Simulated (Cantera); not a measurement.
**Premixed flame**

A freely propagating, adiabatic, planar premixed flame of H2 : O2 : N2 = 1 : 0.51 : 2.19 (molar parts), unburnt at 425 K and 2.47 atm; mixture-averaged transport, grid criteria slope 0.08 and curve 0.16, no radiation.

Cantera simulation using the H2/O2 subset of GRI-Mech 3.0, which has no nitrogen chemistry; the numbers are that mechanism's predictions, not measurements. The hydrogen kinetics of GRI-Mech 3.0 are dated; newer H2 mechanisms differ, most at raised pressure. Burning velocities carry a grid error of a few per cent, more on coarse grids.

```json
[
 {"z (mm)": "-0.388", "T (K)": "425", "u (m/s)": "3.21", "x H2": "0.270", "x O2": "0.138", "x H": "<1e-8", "x O": "<1e-8", "x H2O2": "<1e-8", "x HO2": "<1e-8"},
 {"z (mm)": "-0.259", "T (K)": "425", "u (m/s)": "3.21", "x H2": "0.270", "x O2": "0.138", "x H": "<1e-8", "x O": "<1e-8", "x H2O2": "<1e-8", "x HO2": "<1e-8"},
 {"z (mm)": "-0.194", "T (K)": "425", "u (m/s)": "3.21", "x H2": "0.270", "x O2": "0.138", "x H": "<1e-8", "x O": "<1e-8", "x H2O2": "<1e-8", "x HO2": "1.39e-8"},
 {"z (mm)": "-0.129", "T (K)": "426", "u (m/s)": "3.20", "x H2": "0.269", "x O2": "0.138", "x H": "<1e-8", "x O": "2.19e-8", "x H2O2": "5.89e-8", "x HO2": "6.62e-7"},
 {"z (mm)": "-0.0647", "T (K)": "459", "u (m/s)": "3.39", "x H2": "0.253", "x O2": "0.140", "x H": "3.87e-6", "x O": "2.61e-6", "x H2O2": "1.61e-5", "x HO2": "0.000182"},
 {"z (mm)": "-0.0324", "T (K)": "736", "u (m/s)": "5.24", "x H2": "0.208", "x O2": "0.135", "x H": "0.00160", "x O": "0.000170", "x H2O2": "9.07e-5", "x HO2": "0.000572"},
 {"z (mm)": "0", "T (K)": "1201", "u (m/s)": "8.30", "x H2": "0.134", "x O2": "0.103", "x H": "0.0133", "x O": "0.00237", "x H2O2": "2.58e-5", "x HO2": "0.000228"},
 {"z (mm)": "0.0324", "T (K)": "1529", "u (m/s)": "10.5", "x H2": "0.0701", "x O2": "0.0574", "x H": "0.0257", "x O": "0.00609", "x H2O2": "5.37e-6", "x HO2": "0.000104"},
 {"z (mm)": "0.0647", "T (K)": "1705", "u (m/s)": "11.6", "x H2": "0.0432", "x O2": "0.0343", "x H": "0.0273", "x O": "0.00730", "x H2O2": "2.97e-6", "x HO2": "5.41e-5"},
 {"z (mm)": "0.129", "T (K)": "1878", "u (m/s)": "12.7", "x H2": "0.0324", "x O2": "0.0231", "x H": "0.0208", "x O": "0.00643", "x H2O2": "1.56e-6", "x HO2": "2.94e-5"},
 {"z (mm)": "0.259", "T (K)": "2032", "u (m/s)": "13.6", "x H2": "0.0274", "x O2": "0.0184", "x H": "0.0127", "x O": "0.00438", "x H2O2": "8.81e-7", "x HO2": "1.76e-5"},
 {"z (mm)": "0.518", "T (K)": "2156", "u (m/s)": "14.3", "x H2": "0.0215", "x O2": "0.0146", "x H": "0.00692", "x O": "0.00261", "x H2O2": "5.70e-7", "x HO2": "1.00e-5"},
 {"z (mm)": "1.04", "T (K)": "2247", "u (m/s)": "14.8", "x H2": "0.0156", "x O2": "0.0116", "x H": "0.00345", "x O": "0.00145", "x H2O2": "3.99e-7", "x HO2": "5.54e-6"}
]
```
x: mole fraction of selected species; z is measured from the peak of heat release.

```json
{
 "laminar_burning_velocity": "321 cm/s",
 "thermal_thickness": "0.129 mm",
 "peak x(H)": "0.0277",
 "peak x(O)": "0.00732",
 "peak x(H2O2)": "9.08e-5",
 "peak x(HO2)": "0.000679"
}
```
